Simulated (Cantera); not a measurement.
Feed: 1 mol Cu2O, 140 mol H2, 0.92 mol N2, equilibrated at 0.210 bar.

These are equilibrium values from Cantera (NASA tables, ideal gas, pure condensed phases), not measurements of a reactor. Candidate condensed phases: Cu, CuO, Cu(OH)2, Cu2O, H2O; 27 gas species. Rates play no part.

Problem. What share of the Cu ends up in condensed phases as a function of T (K), at 1675, 1700, 1725, 1750, 1775, 1800, 1825, 1850, 1875?

Solution. 
| T (K) | Cu condensed (%) | as |
|---|---|---|
| 1675 | 96.2 | Cu(l) |
| 1700 | 94.7 | Cu(l) |
| 1725 | 92.6 | Cu(l) |
| 1750 | 89.9 | Cu(l) |
| 1775 | 86.4 | Cu(l) |
| 1800 | 81.7 | Cu(l) |
| 1825 | 75.6 | Cu(l) |
| 1850 | 67.8 | Cu(l) |
| 1875 | 57.8 | Cu(l) |
